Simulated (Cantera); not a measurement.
# Diamond growth

A diamond (100) surface in a fixed gas of H2 with x(CH4) = 0.021, x(CH3) = 5.3e-05, at 1423 K, 2900 Pa; coverages are run to steady state.

Detailed kinetics in Cantera: the Harris–Goodwin 1993 mechanism for the reconstructed diamond (100) surface.

```tsv
x(H)	growth (µm/h)	θ c6HH	θ c6H*	θ c6*H	θ c6**
0.0001	0.000495	0.716	0.0284	0.252	0.00309
0.00022	0.00299	0.588	0.0409	0.363	0.00875
0.00048	0.0137	0.477	0.0511	0.453	0.0196
0.0011	0.0502	0.397	0.0575	0.510	0.0355
0.0024	0.124	0.355	0.0603	0.535	0.0502
0.0052	0.228	0.333	0.0615	0.545	0.0609
0.011	0.335	0.322	0.0620	0.549	0.0671
0.025	0.445	0.317	0.0623	0.550	0.0706
0.055	0.564	0.314	0.0625	0.551	0.0723
```
θ: site fractions in the mechanism's names (c6HH fully hydrogenated, c6H* and c6*H radical sites, c6** diradical, c6HM methylated).
